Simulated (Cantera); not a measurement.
Input: 1 mol BN, 1.9 mol H2O, at 1150 °C.

These are equilibrium values from Cantera (NASA tables, ideal gas, pure condensed phases), not measurements of a reactor. Candidate condensed phases: B, BN, B2O3, B3O3H3, H2O; 39 gas species. Gases not in the tables: H3BO3. The numbers say what is thermodynamically allowed, not how fast it happens.

Q: Which condensed phases are stable at each of these points (P (Pa)): 1, 6.80, 46, 320, 2200, 15000, 100000?

A: 
```tsv
P (Pa)	condensed phases	B condensed (%)
1	gas only	0.0
6.80	gas only	0.0
46	B2O3(l)	55.3
320	B2O3(l)	81.0
2200	B2O3(l)	92.4
15000	B2O3(l)	96.9
100000	B2O3(l)	98.6
```

From 1.00 Pa to 6.80 Pa nothing is condensed. From 46.0 Pa to 1.00 bar the condensed part is B2O3(l).
